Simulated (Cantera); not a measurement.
Cantera run:

```python
import numpy as np
import cantera as ct

gas_names = """
    Mg MgN MgO Mg2 N NO NO2 NO3 N2 N2O O O2 O3
""".split()
cond_names = """
    Mg(cr) Mg(L) MgO(s) MgO(L)
""".split()


def load(file, names, dense=False):
    # The tables refer to 1 bar. Condensed volumes are neglected.
    table = {s.name: s for s in ct.Species.list_from_file(file)}
    out = []
    for n in names:
        d = dict(table[n].input_data)
        d["thermo"] = dict(d["thermo"], **{"reference-pressure": 1e5})
        if dense:
            d["equation-of-state"] = {"model": "constant-volume", "density": "1e6 g/cm^3"}
        out.append(ct.Species.from_dict(d))
    return out


gas = ct.Solution(thermo="ideal-gas", species=load("nasa_gas.yaml", gas_names))
cond = {s.name: ct.Solution(thermo="fixed-stoichiometry", species=[s], name=s.name)
        for s in load("nasa_condensed.yaml", cond_names, dense=True)}
atoms = {
    'MgO': {'Mg': 1, 'O': 1},
    'N2': {'N': 2},
}
top_T = {}  # K; cautious upper limits of use, not melting points


def equilibrate(T, P, feed):
    n = {}
    for name, mol in feed.items():
        for a, k in atoms[name].items():
            n[a] = n.get(a, 0.0) + k * mol
    gas.TPX = T, P, n
    mass = sum(n.values()) * gas.mean_molecular_weight
    gas.equilibrate("TP")
    valid = [c for c in cond.values() if c.min_temp <= T <= top_T.get(c.name, c.max_temp)]
    mix = ct.Mixture([(gas, mass / gas.mean_molecular_weight)] + [(c, 0.0) for c in valid])
    mix.T, mix.P = T, P
    mix.equilibrate("TP", solver="vcs", rtol=1e-11, max_steps=5000)
    return mix


results = []
feed = {'MgO': 1, 'N2': 0.89}  # mol
P = 1333.22  # Pa
for T in [1823, 1873, 1923, 1973, 2023, 2073, 2123, 2173, 2223, 2273, 2323]:
    mix = equilibrate(T, P, feed)
    results.append((T, P, feed, dict(zip(mix.species_names, mix.species_moles))))

top = {s: max(r[3][s] / sum(r[3][g] for g in gas_names) for r in results) for s in gas_names}
cols = sorted((s for s in top if top[s] > 1e-05), key=lambda s: -top[s])[:6]
seen = [c for c in cond_names if any(r[3].get(c, 0) > 1e-12 for r in results)]
print("log10 of partial pressures in bar; condensed amounts in mol")
print(f"{'T/K':>10s}" + "".join(f"{s[:9]:>10s}" for s in cols + seen))
for T, P, feed, n in results:
    ng = sum(n[g] for g in gas_names)
    print(f"{T:10.4g}" + "".join(f"{np.log10(max(n[s] / ng * P / 1e5, 1e-99)):10.3f}" for s in cols)
          + "".join(f"{n.get(c, 0):10.4g}" for c in seen))
```

It prints:

```
log10 of partial pressures in bar; condensed amounts in mol
       T/K        N2        Mg        O2         O        NO       MgO    MgO(s)
      1823    -1.875    -6.475    -7.459    -7.551    -6.624    -9.346         1
      1873    -1.875    -6.138    -7.018    -7.135    -6.334    -8.844         1
      1923    -1.875    -5.814    -6.609    -6.746    -6.063    -8.369    0.9999
      1973    -1.875    -5.503    -6.230    -6.381    -5.810    -7.919    0.9998
      2023    -1.875    -5.204    -5.876    -6.037    -5.574    -7.491    0.9996
      2073    -1.876    -4.917    -5.545    -5.712    -5.352    -7.084    0.9992
      2123    -1.876    -4.642    -5.235    -5.405    -5.142    -6.696    0.9985
      2173    -1.877    -4.378    -4.943    -5.115    -4.945    -6.327    0.9972
      2223    -1.879    -4.125    -4.667    -4.839    -4.759    -5.975    0.9949
      2273    -1.883    -3.882    -4.406    -4.576    -4.583    -5.638    0.9909
      2323    -1.888    -3.649    -4.158    -4.326    -4.416    -5.316    0.9843
```

Cantera equilibrium calculation (NASA polynomials, part measured and part estimated; ideal gas, pure solids and liquids).
